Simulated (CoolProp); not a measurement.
CH3F (R41) along the isobar 40.9 bar: Z from the reference equation and from simpler models built on Tc = 44.1 °C, pc = 59.06 bar, ω = 0.200; each cubic takes its own stable root.

The numbers come from the reference Helmholtz-energy equation of state, Lemmon 2006 in CoolProp. It is a short technical equation, of lower accuracy than the large ones.

```
T (°C)    phase  reference
-------  ------  ---------
-116.85  liquid     0.1115
-78.45   liquid    0.09697
-40.05   liquid    0.08948
-1.65    liquid    0.08864
36.65       gas     0.6192
75.05       gas     0.7816
113.45      gas     0.8556
151.85      gas     0.8992
```

Problem. How far does each simpler model (van der Waals, Redlich-Kwong, Peng-Robinson) lie from the reference over these 8 states: mean and median of the absolute difference, and the worst?

Solution. 
- van der Waals: mean 46.2 %, median 50.6 %, worst +89.8 % at -116.85 °C and 40.9 bar
- Redlich-Kwong: mean 16.7 %, median 18.5 %, worst +34.5 % at -1.65 °C and 40.9 bar
- Peng-Robinson: mean 7.0 %, median 7.7 %, worst +14.5 % at -1.65 °C and 40.9 bar
